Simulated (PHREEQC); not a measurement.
Make-up at 40 °C: 34 mmol/kgw HF and 6 mmol/kgw CuSO4. Closed to the air; pH follows from the charge balance.

The numbers come from PHREEQC with the ion-association model, phreeqc.dat.

```json
[
 {"quantity": "pH", "before": "2.44", "after": "2.69"},
 {"quantity": "ionic strength (mol/kgw)", "before": "0.0217", "after": "0.0192"},
 {"quantity": "HF (mol/kgw)", "before": "0.0281", "after": "0.0295"},
 {"quantity": "Cu+2 (mol/kgw)", "before": "0.00455", "after": "0.00454"},
 {"quantity": "F- (mol/kgw)", "before": "0.00454", "after": "0.00344"},
 {"quantity": "SO4-2 (mol/kgw)", "before": "0.00361", "after": "0.00299"}
]
```

Task: What was changed between the two runs?
A. 0.0021 mol/kgw CO2 added
B. HF from 0.034 to 0.34 mol/kgw
C. temperature from 40 to 85 °C
D. diluted 2-fold with water
E. HF from 0.034 to 0.0068 mol/kgw

Result: C, temperature from 40 to 85 °C

This is a speciation only: nothing precipitates in the calculation. Away from 25 °C the constants follow the database's enthalpies or fits; those with neither stay at their 25 °C values.
